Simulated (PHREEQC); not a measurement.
## Metal-bearing waste water: speciation

Dissolve 0.29 mol MnSO4, 0.056 mol H3AsO4, 3.8e-05 mol H2SO4 and 0.21 mol Na2SO4 per kg of water at 25 °C. Closed to the air; pH follows from the charge balance.

Equilibrium calculation in PHREEQC: ion-association model, wateq4f.dat.

Each row changes one thing in this solution. Precipitation was switched off in this run.

| case | pH | ionic strength (mol/kgw) | SO4-2 (mol/kgw) | HSO4- (mol/kgw) |
|---|---|---|---|---|
| as made | 2.32 | 1.02 | 0.248 | 0.0285 |
| H3AsO4 left out | 5.01 | 1.01 | 0.266 | 6.29e-5 |
| Na2SO4 replaced by KHSO4 at the same molality | 1.41 | 0.868 | 0.168 | 0.167 |
| H2SO4 from 3.8e-05 to 4.18e-05 mol/kgw | 2.32 | 1.02 | 0.248 | 0.0285 |
| MnSO4 left out | 2.23 | 0.510 | 0.134 | 0.0238 |

The ionic strength passes 0.7 mol/kgw, the rough limit of the ion-association models, in as made; H3AsO4 left out; Na2SO4 replaced by KHSO4 at the same molality; H2SO4 from 3.8e-05 to 4.18e-05 mol/kgw. The database has no arsenate complexes of Mn.
